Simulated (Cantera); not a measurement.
Feed: 1 mol BN, 35 mol Cl2, 3.5 mol N2, equilibrated at 1173 K and 0.00133 bar.

Cantera equilibrium calculation (NASA polynomials, part measured and part estimated; ideal gas, pure solids and liquids). Candidate condensed phases: B, BN; 10 gas species. Rates play no part.

Base state: Cl2 0.790, N2 0.0994, Cl 0.0862, BCl3 0.0249 (mole fractions); condensed: gas only.

What changes in the equilibrium state with this change: temperature from 1173 K to 1000 K?


```tsv
species	before	after
Cl2	0.790	0.861
N2	0.0994	0.103
BCl3	0.0249	0.0258
Cl	0.0862	0.00987
```
